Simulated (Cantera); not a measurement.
Input (Python, Cantera) and output of one run.

```python
import numpy as np
import cantera as ct

gas_names = """
    C CN CO CO2 C2 CCN CNC C2N2 C2O C3 C3O2 C4 C4N2 C5 N NCO NO NO2 NO3 N2 N2O O O2 O3
""".split()
cond_names = """
    C(gr)
""".split()


# ... load() reads the species with a 1 bar reference pressure and builds the phases ...
atoms = {
    'C': {'C': 1},
    'O2': {'O': 2},
    'N2': {'N': 2},
}
top_T = {'C(gr)': 4500}  # K; cautious upper limits of use, not melting points


# ... equilibrate(T, P, feed) seeds the gas with the atoms and calls Mixture.equilibrate('TP', solver="vcs", rtol=1e-11, max_steps=5000) ...
results = []
feed = {'C': 1, 'O2': 0.43, 'N2': 5.1}  # mol
T = 2275  # K
P = 13332.2  # Pa
mix = equilibrate(T, P, feed)
results.append((T, P, feed, dict(zip(mix.species_names, mix.species_moles))))
print(gas.report(threshold=1e-06))
for i in range(1, mix.n_phases):
    print(f"{mix.phase(i).name:16s} {mix.phase_moles(i):12.5e} mol")
```

Result:

```
       temperature   2275 K
          pressure   13332 Pa
           density   0.019745 kg/m^3
  mean mol. weight   28.014 kg/kmol
   phase of matter   gas

                          1 kg             1 kmol
                     ---------------   ---------------
          enthalpy        1.7929e+06        5.0225e+07  J
   internal energy        1.1177e+06         3.131e+07  J
           entropy            9918.9        2.7787e+05  J/K
    Gibbs function       -2.0773e+07       -5.8192e+08  J
 heat capacity c_p            1302.1             36477  J/K
 heat capacity c_v            1005.3             28163  J/K

                      mass frac. Y      mole frac. X     chem. pot. / RT
                     ---------------   ---------------   ---------------
                CN        3.1022e-05        3.3401e-05           -17.824
                CO           0.14427           0.14429           -37.944
              C2N2        2.7986e-05        1.5066e-05           -35.649
                N2           0.85567           0.85566           -29.554
     [  +20 minor]        2.5184e-07        2.4914e-07

C(gr)             1.39619e-01 mol
```

Equilibrium computed with Cantera from the NASA thermochemical tables; the gas is ideal and each condensed phase is pure.
